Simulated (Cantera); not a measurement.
A closed system holds: 1 mol AlCl3, 1.2 mol H2O, 2.8 mol N2, at 19.0 mbar.

Method: chemical equilibrium by Gibbs-energy minimisation in Cantera with the NASA 1993 tables (ideal gas, pure condensed phases). Candidate condensed phases: Al, AlCl3, AlN, Al2O3, H2O, NH4Cl; 45 gas species. The tables' values for AlCl2 are old estimates; treat these amounts as uncertain. Equilibrium is a limit: real reactors are often held back by kinetics, nucleation or transport.

Task: At 1873 K, list the 4 most abundant gas species with their mole fractions, and the condensed phases.

Result: N2 0.513, HCl 0.424, AlCl3 0.0338, Cl 0.0180. Condensed: Al2O3(s).
